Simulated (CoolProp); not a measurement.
Vapour-liquid equilibrium of chloromethane (R40) (1) + isobutene (2) at 0.0709 MPa; x and y are mole fractions of (1).

Computed with CoolProp (multi-fluid Helmholtz-energy mixture model, Thol 2014 and Lemmon 2005; pair parameters Bell 2016).

```csv
x,"bubble temperature, mixture model (°C)","bubble temperature, Raoult's law (°C)","y, mixture model","y, Raoult's law"
0.05,-17.7,-17.0,0.122,0.096
0.125,-20.1,-18.6,0.264,0.224
0.2,…,-20.1,0.375,0.337
0.275,-23.6,-21.6,0.464,0.436
0.35,-24.9,-22.9,…,0.524
0.425,…,-24.2,0.605,0.602
0.5,-27.1,-25.4,0.665,0.673
0.575,-28.0,-26.5,0.719,0.736
0.65,-28.8,-27.6,0.771,0.793
0.725,-29.6,-28.6,0.821,0.845
0.8,-30.3,-29.5,0.870,0.892
0.875,-30.9,-30.4,0.918,0.936
0.95,-31.5,-31.3,0.967,0.975
```

### Question
Some entries are withheld; supply them.

### Answer

- 0.2, bubble temperature, mixture model (°C): -22.0
- 0.35, y, mixture model: 0.540
- 0.425, bubble temperature, mixture model (°C): -26.1

The largest gap from Raoult's law is -2.0 K in bubble temperature, at x = 0.35. No azeotrope shows between x = 0.05 and 0.95.

The pair parameters rest on a limited set of measurements; away from them the model extrapolates.
